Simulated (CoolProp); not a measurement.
R123 at 293.15 K and 6.73 MPa is throttled through a valve to 2.09 MPa with no heat exchange. Each further row changes one setting.

The numbers come from the reference Helmholtz-energy equation of state, Younglove 1994 in CoolProp. It is a modified Benedict-Webb-Rubin equation, recast in Helmholtz form.

```
case                       temperature change (K)  final density (kg/m³)
-------------------------  ----------------------  ---------------------
as stated                                       ?                   1480
outlet pressure 0.627 MPa                       ?                      ?
outlet pressure 2.72 MPa                        ?                   1480
```

**Question.** Some entries are withheld; supply them.

**Answer.** 
- as stated, temperature change (K): +1.6
- outlet pressure 0.627 MPa, temperature change (K): +2.1
- outlet pressure 0.627 MPa, final density (kg/m³): 1470
- outlet pressure 2.72 MPa, temperature change (K): +1.4
